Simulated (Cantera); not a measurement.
Charge: 1 mol Cu2O, 0.32 mol H2, 0.55 mol N2, held at 0.100 bar.

These are equilibrium values from Cantera (NASA tables, ideal gas, pure condensed phases), not measurements of a reactor. Candidate condensed phases: Cu, CuO, Cu(OH)2, Cu2O, H2O; 27 gas species. Each liquid is taken as pure. Mutual solubility and eutectic melting of coexisting phases are not modelled. Rates play no part.

Q: What share of the Cu ends up in condensed phases as a function of T (K), at 1448, 1523, 1598, 1673, 1748, 1823, 1898, 1973, 2048, 2123, 2198?

A: 
```json
[
 {"T (K)": "1448", "Cu condensed (%)": "100.0", "as": "Cu(l) + Cu2O(s)"},
 {"T (K)": "1523", "Cu condensed (%)": "100.0", "as": "Cu(l) + Cu2O(l)"},
 {"T (K)": "1598", "Cu condensed (%)": "100.0", "as": "Cu(l) + Cu2O(l)"},
 {"T (K)": "1673", "Cu condensed (%)": "100.0", "as": "Cu(l) + Cu2O(l)"},
 {"T (K)": "1748", "Cu condensed (%)": "99.9", "as": "Cu(l) + Cu2O(l)"},
 {"T (K)": "1823", "Cu condensed (%)": "99.7", "as": "Cu(l) + Cu2O(l)"},
 {"T (K)": "1898", "Cu condensed (%)": "99.2", "as": "Cu(l) + Cu2O(l)"},
 {"T (K)": "1973", "Cu condensed (%)": "98.2", "as": "Cu(l) + Cu2O(l)"},
 {"T (K)": "2048", "Cu condensed (%)": "95.9", "as": "Cu(l) + Cu2O(l)"},
 {"T (K)": "2123", "Cu condensed (%)": "91.0", "as": "Cu(l)"},
 {"T (K)": "2198", "Cu condensed (%)": "81.4", "as": "Cu(l)"}
]
```
